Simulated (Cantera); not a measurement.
# Catalytic combustion on Pt

An isothermal plug-flow reactor at 650 K and 0.207 atm (inlet), inlet velocity 0.077 m/s, active area per volume 320 1/m; feed 0.467 % CO, 4.91 % O₂, 92.3 % N₂, 2.34 % H₂O, equivalence ratio 0.048.

Computed with Cantera and Deutschmann's 1995 Pt surface mechanism with GRI-Mech 3.0 gas chemistry. Catalytic surfaces can have several steady states; this one follows from the mechanism file's or the stated starting coverage. Mass transfer to the wall is taken as infinitely fast.

| z (m) | x CO | x O₂ | x H₂O | x CO₂ | θ free Pt | θ O* | θ OH* | θ CO* |
|---|---|---|---|---|---|---|---|---|
| 0.00023 | 0.00247 | 0.0480 | 0.0234 | 0.00221 | 0.0196 | 0.976 | 0.00274 | 0.00113 |
| 0.00044 | 0.00227 | 0.0479 | 0.0234 | 0.00241 | 0.0168 | 0.980 | 0.00253 | 0.000755 |
| 0.00085 | 0.00201 | 0.0478 | 0.0234 | 0.00267 | 0.0144 | 0.983 | 0.00235 | 0.000496 |
| 0.0016 | 0.00170 | 0.0477 | 0.0234 | 0.00297 | 0.0127 | 0.985 | 0.00221 | 0.000322 |
| 0.0032 | 0.00130 | 0.0475 | 0.0234 | 0.00338 | 0.0111 | 0.987 | 0.00207 | 0.000188 |
| 0.0061 | 0.000880 | 0.0473 | 0.0234 | 0.00380 | 0.00997 | 0.988 | 0.00196 | 0.000103 |
| 0.012 | 0.000458 | 0.0471 | 0.0234 | 0.00422 | 0.00914 | 0.989 | 0.00188 | 4.49e-5 |
| 0.023 | 0.000159 | 0.0469 | 0.0234 | 0.00452 | 0.00866 | 0.989 | 0.00183 | 1.40e-5 |
x: gas mole fraction; θ: surface coverage.
